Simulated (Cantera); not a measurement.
Mixture: CO : H2 : CH4 : O2 : N2 = 1 : 0.16 : 0.26 : 1.15 : 4.31 (molar parts), at 3.50 bar, adiabatic and at constant volume. Ignition delay is the time to a rise of 400 K.

Model: GRI-Mech 3.0 (53 species, 325 reactions), integrated in Cantera. Below about 1000 K GRI-Mech 3.0 lacks low-temperature oxidation paths. Below about 950 K walls govern HO2 and H2O2 in real vessels.

Problem. Predict: delay at 875 K; delay at 1075 K; delay at 1275 K; delay at 1475 K; delay at 1675 K; apparent activation energy between 1575 and 1775 K.

Solution. 
```
Item                                                     Value
--------------------------------------------------  ----------
delay at 875 K                                         0.191 s
delay at 1075 K                                        1.38 ms
delay at 1275 K                                       0.214 ms
delay at 1475 K                                        57.4 µs
delay at 1675 K                                        21.1 µs
apparent activation energy between 1575 and 1775 K  100 kJ/mol
```
